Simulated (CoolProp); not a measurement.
Vapour-liquid equilibrium of cyclohexane (1) + toluene (2) at 1.09 MPa; x and y are mole fractions of (1).

Computed with CoolProp (multi-fluid Helmholtz-energy mixture model, Zhou 2014 and Lemmon 2006; pair parameters Bell 2016).

```tsv
x	bubble temperature, mixture model (°C)	bubble temperature, Raoult's law (°C)	y, mixture model	y, Raoult's law
0.05	219.2	219.9	0.083	0.084
0.125	215.2	216.7	0.195	0.199
0.2	211.5	213.6	0.296	0.304
0.275	208.2	210.6	0.386	0.400
0.35	205.2	207.8	0.468	0.488
0.425	202.4	205.0	0.542	0.568
0.5	199.8	202.4	0.612	0.641
0.575	197.5	199.9	0.676	0.708
0.65	195.3	197.4	0.737	0.770
0.725	193.3	195.0	0.795	0.827
0.8	191.4	192.8	0.852	0.879
0.875	189.7	190.6	0.907	0.927
0.95	188.1	188.4	0.963	0.972
```

The largest gap from Raoult's law is -2.6 K in bubble temperature, at x = 0.425. No azeotrope shows between x = 0.05 and 0.95.

The pair parameters rest on a limited set of measurements; away from them the model extrapolates.
